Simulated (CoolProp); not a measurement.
The fluid at 298.15 K and 0.789 MPa is compressed adiabatically to 3.87 MPa with isentropic efficiency 0.8. The same conditions are run with several fluids, on thermodynamics alone (safety and materials aside).

The numbers come from the reference Helmholtz-energy equation of state of each fluid (R1132(E): Akasaka 2024; normal hydrogen: Leachman 2009; CF4 (R14): Platzer 1990; nitrogen: Span 2000) in CoolProp. The equations of Platzer and Polt are older, rougher fits.

```json
[
 {"fluid": "R1132(E)", "work (kJ/kg)": "?", "final temperature (K)": "393.4", "final phase": "gas", "final density (kg/m³)": "93.4"},
 {"fluid": "normal hydrogen", "work (kJ/kg)": "?", "final temperature (K)": "512.6", "final phase": "supercritical", "final density (kg/m³)": "1.80"},
 {"fluid": "CF4 (R14)", "work (kJ/kg)": "?", "final temperature (K)": "386.2", "final phase": "supercritical", "final density (kg/m³)": "?"},
 {"fluid": "nitrogen", "work (kJ/kg)": "224", "final temperature (K)": "511.9", "final phase": "supercritical", "final density (kg/m³)": "25.1"}
]
```

Task: Fill in the missing entries.

Result: 
- R1132(E), work (kJ/kg): 74.1
- normal hydrogen, work (kJ/kg): 3130
- CF4 (R14), work (kJ/kg): 60.2
- CF4 (R14), final density (kg/m³): 111
